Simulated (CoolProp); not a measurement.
A Linde-Hampson liquefier for methane: isothermal reversible compression at 230 K from 1 atm to 10 MPa, throttling to 1 atm, return gas leaving the recuperator 2 K below the feed. Each further row changes one setting.

Values from CoolProp's reference Helmholtz-energy equation of state, Setzmann 1991.

```json
[
 {"case": "as stated", "liquid yield per pass": "0.279", "compression work (kJ/kg of gas)": "494"},
 {"case": "high pressure 20 MPa", "liquid yield per pass": "0.393", "compression work (kJ/kg of gas)": "541"},
 {"case": "warm-end temperature 260 K", "liquid yield per pass": "0.168", "compression work (kJ/kg of gas)": "582"},
 {"case": "warm-end gap 7 K", "liquid yield per pass": "0.269", "compression work (kJ/kg of gas)": "494"}
]
```
